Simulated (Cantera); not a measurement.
A closed system holds: 1 mol CuO, 1.1 mol CO, 2.5 mol CH4, equilibrated at 1.00 bar.

Cantera equilibrium calculation (NASA polynomials, part measured and part estimated; ideal gas, pure solids and liquids). Candidate condensed phases: C, C6H6, C7H8, C8H18, Cu, CuO, Cu(OH)2, Cu2O, H2O; 113 gas species. The numbers say what is thermodynamically allowed, not how fast it happens.

Q: What share of the Cu ends up in condensed phases as a function of T (K), at 1298, 1398, 1498, 1598, 1698, 1798, 1898, 1998, 2098, 2198, 2298?

A: 
```csv
T (K),Cu condensed (%),as
1298,100.0,Cu(s)
1398,100.0,Cu(l)
1498,100.0,Cu(l)
1598,100.0,Cu(l)
1698,99.9,Cu(l)
1798,99.6,Cu(l)
1898,98.9,Cu(l)
1998,97.0,Cu(l)
2098,92.6,Cu(l)
2198,83.1,Cu(l)
2298,63.8,Cu(l)
```
